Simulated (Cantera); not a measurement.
Feed: 1 mol MgO, 4.7 mol SO2, 1.8 mol H2O, held at 750 Torr.

These are equilibrium values from Cantera (NASA tables, ideal gas, pure condensed phases), not measurements of a reactor. Candidate condensed phases: H2O, H2SO4, Mg, MgO, Mg(OH)2, MgS, MgSO4, S; 26 gas species. Gases not in the tables: S3 to S7. Rates play no part.

**Question.** At 775 K, list the 6 most abundant gas species with their mole fractions, and the condensed phases.

**Answer.** SO2 0.625, H2O 0.322, S2 0.0253, H2S 0.0238, S2O 0.00335, S8 0.000600. Condensed: MgSO4(s).
